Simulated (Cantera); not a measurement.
**Diamond growth**

A diamond (100) surface in a fixed gas of H2 with x(CH4) = 0.0087, x(H) = 0.00024, x(CH3) = 3.6e-05, 2300 Pa; coverages are run to steady state.

Cantera simulation using the Harris–Goodwin 1993 mechanism for the reconstructed diamond (100) surface; the numbers are that mechanism's predictions, not measurements.

| T (K) | growth (µm/h) | θ c6HH | θ c6H* | θ c6*H | θ c6** | θ c6HM |
|---|---|---|---|---|---|---|
| 925 | 0.206 | 0.608 | 0.0108 | 0.279 | 0.00405 | 0.0773 |
| 1000 | 0.141 | 0.591 | 0.0171 | 0.350 | 0.00674 | 0.0257 |
| 1075 | 0.0554 | 0.562 | 0.0236 | 0.397 | 0.00921 | 0.00451 |
| 1150 | 0.0298 | 0.538 | 0.0296 | 0.420 | 0.0108 | 0.000700 |
| 1225 | 0.0236 | 0.531 | 0.0346 | 0.423 | 0.0113 | 0.000116 |
| 1300 | 0.0131 | 0.540 | 0.0384 | 0.411 | 0.0110 | 2.11e-5 |
| 1375 | 0.00383 | 0.560 | 0.0410 | 0.389 | 0.0102 | 4.48e-6 |
θ: site fractions in the mechanism's names (c6HH fully hydrogenated, c6H* and c6*H radical sites, c6** diradical, c6HM methylated).
